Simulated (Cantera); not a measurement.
Input (Python, Cantera):

```python
import numpy as np
import cantera as ct

gas = ct.Solution("gri30.yaml")
gas.TPX = 1650, 101325, {'CH4': 1, 'H2': 7.7, 'N2': 0.59}
inlet = ct.Reservoir(gas, clone=True)

reactor = ct.IdealGasConstPressureReactor(gas, energy="off", clone=False)
exhaust = ct.Reservoir(gas, clone=True)
tau = [2.1, 0.7, 0.24, 0.079, 0.026, 0.0089, 0.003, 0.001, 0.00034, 0.00011][0]
for a, b in ((inlet, reactor), (reactor, exhaust)):
    ct.MassFlowController(a, b, mdot=lambda t: reactor.mass / tau)
net = ct.ReactorNet([reactor])
show = ['CH4', 'H2', 'H', 'C2H4', 'CH2', 'C2H6', 'C2H2']

rows = []
print(f"{'tau/s':>10s}{'T/K':>9s}" + "".join(f"{s:>11s}" for s in show))
for tau in [2.1, 0.7, 0.24, 0.079, 0.026, 0.0089, 0.003, 0.001, 0.00034, 0.00011]:
    net.initial_time = 0.0
    net.advance(30 * tau)
    before = gas.X
    net.advance(40 * tau)
    drift = np.max(np.abs(gas.X - before) / (gas.X + 1e-9))
    rows.append([gas.T, *gas[show].X, drift])
    print(f"{tau:10.3e}{gas.T:9.1f}" + "".join(f"{x:11.3e}" for x in gas[show].X))
```

Result:

```
     tau/s      T/K        CH4         H2          H       C2H4        CH2       C2H6       C2H2
 2.100e+00   1650.0  3.549e-02  8.722e-01  8.343e-05  1.972e-03  6.431e-09  6.852e-06  3.065e-02
 7.000e-01   1650.0  4.415e-02  8.670e-01  8.146e-05  1.755e-03  7.657e-09  8.813e-06  2.694e-02
 2.400e-01   1650.0  5.884e-02  8.581e-01  7.874e-05  1.402e-03  9.634e-09  1.315e-05  2.063e-02
 7.900e-02   1650.0  7.774e-02  8.467e-01  7.585e-05  9.742e-04  1.201e-08  2.052e-05  1.248e-02
 2.600e-02   1650.0  9.337e-02  8.373e-01  7.366e-05  6.351e-04  1.382e-08  2.796e-05  5.730e-03
 8.900e-03   1650.0  1.018e-01  8.322e-01  7.220e-05  4.349e-04  1.462e-08  3.207e-05  2.098e-03
 3.000e-03   1650.0  1.055e-01  8.299e-01  7.045e-05  2.903e-04  1.449e-08  3.260e-05  5.775e-04
 1.000e-03   1650.0  1.069e-01  8.291e-01  6.647e-05  1.501e-04  1.310e-08  2.907e-05  1.035e-04
 3.400e-04   1650.0  1.073e-01  8.289e-01  5.665e-05  4.580e-05  9.609e-09  1.980e-05  9.739e-06
 1.100e-04   1650.0  1.075e-01  8.288e-01  3.632e-05  5.089e-06  3.989e-09  6.383e-06  2.540e-07
```

Cantera simulation using GRI-Mech 3.0 (53 species, 325 reactions); the numbers are that mechanism's predictions, not measurements. GRI-Mech 3.0 stops at C3 and has no aromatics, soot or wall deposition, so with more carbon than oxygen in the feed, carbon stays in small species such as C2H2 where larger ones or solid carbon would form.
